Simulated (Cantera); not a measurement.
Feed: 1 mol Si, 0.28 mol O2, 8 mol H2, at 45.0 mbar.

Method: chemical equilibrium by Gibbs-energy minimisation in Cantera with the NASA 1993 tables (ideal gas, pure condensed phases). Candidate condensed phases: H2O, Si, SiO2; 18 gas species. Mutual solubility and eutectic melting of coexisting phases are not modelled. The tables hold silica as quartz up to 1696 K and as liquid above; real silica turns to tridymite and cristobalite and melts near 1996 K. Rates play no part. All values below are at 1373 K.

Base state: H2 0.999, SiO 0.000914, H 1.57e-5 (mole fractions); condensed: Si(s) + SiO2(β-quartz).

Task: What changes in the equilibrium state with this change: O2 from 0.28 to 2.7 mol?

Result: 
| species | before | after |
|---|---|---|
| H2 | 0.999 | 0.575 |
| H2O | 7.45e-7 | 0.425 |
| H | 1.57e-5 | 1.19e-5 |
| SiO | 0.000914 | <1e-9 |
| Si(s), mol | 0.716 | 0 |
| SiO2(β-quartz), mol | 0.276 | 1.00 |
Gases not in the tables: Si(OH)4.
